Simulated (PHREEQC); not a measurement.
# Metal-bearing waste water (model solution)

A solution holds 0.00096 mol ZnSO4, 0.033 mol NiCl2, 0.0046 mol NaF and 0.00014 mol NaCl per kg of water, at 25 °C. It is in equilibrium with CO2 at log p = -3.5 (atm). Otherwise closed; pH follows from the charge balance.

Equilibrium calculation in PHREEQC: ion-association model, wateq4f.dat.

Each row changes one thing in this solution. Precipitation was switched off in this run.

| case | pH | ionic strength (mol/kgw) | Cl- (mol/kgw) | Ni+2 (mol/kgw) | F- (mol/kgw) | NiCl+ (mol/kgw) | SI of Morenosite (NiSO4:7H2O) | SI of Zincite(c) (ZnO) |
|---|---|---|---|---|---|---|---|---|
| as made | 5.61 | 0.0998 | 0.0639 | 0.0298 | 0.00376 | 0.00174 | -3.31 | -3.38 |
| ZnSO4 from 0.00096 to 0.00192 mol/kgw | 5.60 | 0.102 | 0.0638 | 0.0295 | 0.00375 | 0.00171 | -3.02 | [?] |
| diluted 2-fold with water | 5.60 | 0.0512 | 0.0324 | 0.0154 | 0.00201 | 0.000562 | -3.67 | -3.60 |
| temperature from 25 to 55 °C | 5.67 | 0.0998 | 0.0639 | 0.0299 | 0.00378 | 0.00165 | -3.58 | [?] |
| NaCl from 0.00014 to 0.0007 mol/kgw | 5.61 | 0.100 | 0.0644 | 0.0298 | 0.00376 | 0.00175 | -3.31 | [?] |
| NaF from 0.0046 to 0.0069 mol/kgw | 5.67 | 0.101 | 0.0639 | 0.0294 | 0.00565 | 0.00171 | -3.31 | -3.27 |
| NaCl left out | 5.61 | 0.0997 | 0.0637 | 0.0298 | 0.00376 | 0.00174 | -3.31 | -3.38 |
| temperature from 25 to 90 °C | 5.60 | 0.0998 | 0.0639 | 0.0301 | 0.00382 | 0.00152 | [?] | -0.77 |

Complete the blanks.


- ZnSO4 from 0.00096 to 0.00192 mol/kgw, SI of Zincite(c) (ZnO): -3.10
- temperature from 25 to 55 °C, SI of Zincite(c) (ZnO): -1.88
- NaCl from 0.00014 to 0.0007 mol/kgw, SI of Zincite(c) (ZnO): -3.39
- temperature from 25 to 90 °C, SI of Morenosite (NiSO4:7H2O): -3.85

Complexes and solids missing from the database can't appear. In wateq4f.dat the enthalpy of Ni(OH)2 has the wrong sign, so its saturation index can't be trusted away from 25 °C. At this temperature some constants are extrapolated from 25 °C, and those without enthalpy data are left unchanged.
